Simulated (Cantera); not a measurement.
Cantera run:

```python
import numpy as np
import cantera as ct

gas_names = """
    H HO2 H2 H2O H2O2 Mg MgH MgO MgOH MgO2H2 Mg2 O OH O2 O3 Si SiH SiH2 SiH3 SiH4 SiO SiO2 Si2 Si3
""".split()
cond_names = """
    H2O(s) H2O(L) Mg(cr) Mg(L) MgO(s) MgO(L) MgO2H2(s) MgSiO3(I) MgSiO3(II) MgSiO3(III) MgSiO3(L)
    Mg2SiO4(s) Mg2SiO4(L) Si(cr) Si(L) SiO2(Lqz) SiO2(hqz) SiO2(L)
""".split()


# ... load() reads the species with a 1 bar reference pressure and builds the phases ...
atoms = {
    'SiO2': {'Si': 1, 'O': 2},
    'MgO': {'Mg': 1, 'O': 1},
    'H2': {'H': 2},
}
top_T = {}  # K; cautious upper limits of use, not melting points


# ... equilibrate(T, P, feed) seeds the gas with the atoms and calls Mixture.equilibrate('TP', solver="vcs", rtol=1e-11, max_steps=5000) ...
results = []
feed = {'SiO2': 1, 'MgO': 1, 'H2': 0.1}  # mol
T = 850  # K
P = 51  # Pa
mix = equilibrate(T, P, feed)
results.append((T, P, feed, dict(zip(mix.species_names, mix.species_moles))))
print(gas.report(threshold=1e-06))
for i in range(1, mix.n_phases):
    print(f"{mix.phase(i).name:16s} {mix.phase_moles(i):12.5e} mol")
```

Output:

```
       temperature   850 K
          pressure   51 Pa
           density   1.4548e-05 kg/m^3
  mean mol. weight   2.016 kg/kmol
   phase of matter   gas

                          1 kg             1 kmol
                     ---------------   ---------------
          enthalpy        8.0272e+06        1.6183e+07  J
   internal energy        4.5216e+06        9.1156e+06  J
           entropy         1.113e+05        2.2439e+05  J/K
    Gibbs function       -8.6582e+07       -1.7455e+08  J
 heat capacity c_p             14779             29795  J/K
 heat capacity c_v             10655             21480  J/K

                      mass frac. Y      mole frac. X     chem. pot. / RT
                     ---------------   ---------------   ---------------
                H2                 1                 1           -24.698
     [  +23 minor]        2.4256e-09        1.0608e-09

Mg(cr)            0.00000e+00 mol
MgO(s)            0.00000e+00 mol
MgO2H2(s)         0.00000e+00 mol
MgSiO3(I)         1.00000e+00 mol
Mg2SiO4(s)        0.00000e+00 mol
Si(cr)            0.00000e+00 mol
SiO2(hqz)         0.00000e+00 mol
```

Method: chemical equilibrium by Gibbs-energy minimisation in Cantera with the NASA 1993 tables (ideal gas, pure condensed phases). Condensed phases not in the tables: alloys, solid solutions and most ternary compounds.
